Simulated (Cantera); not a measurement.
A perfectly stirred reactor is fed with 9.91 % H₂, 90.1 % O₂, equivalence ratio 0.055, at 1000 Pa; it is held at 1300 K, and followed from long to short residence time.

Cantera simulation using the H2/O2 subset of GRI-Mech 3.0, which has no nitrogen chemistry; the numbers are that mechanism's predictions, not measurements. Radical loss at walls, strong at low pressure, is not modelled. The temperature is held fixed by assumption; the heat of reaction is taken as removed at once.

Question: Predict: x(H₂) at τ = 1.10 s; x(O₂) at τ = 1.10 s; x(H₂O₂) at τ = 1.10 s; x(HO₂) at τ = 1.10 s; x(H₂O) at τ = 1.10 s; x(H₂) at τ = 73.0 ms; x(O₂) at τ = 73.0 ms; x(H₂O₂) at τ = 73.0 ms; x(HO₂) at τ = 73.0 ms; x(H₂O) at τ = 73.0 ms.

Answer: 
| Item | Value |
|---|---|
| x(H₂) at τ = 1.10 s | 0.000416 |
| x(O₂) at τ = 1.10 s | 0.888 |
| x(H₂O₂) at τ = 1.10 s | 7.68e-8 |
| x(HO₂) at τ = 1.10 s | 1.77e-6 |
| x(H₂O) at τ = 1.10 s | 0.102 |
| x(H₂) at τ = 73.0 ms | 0.00189 |
| x(O₂) at τ = 73.0 ms | 0.864 |
| x(H₂O₂) at τ = 73.0 ms | 1.11e-7 |
| x(HO₂) at τ = 73.0 ms | 3.02e-6 |
| x(H₂O) at τ = 73.0 ms | 0.0934 |
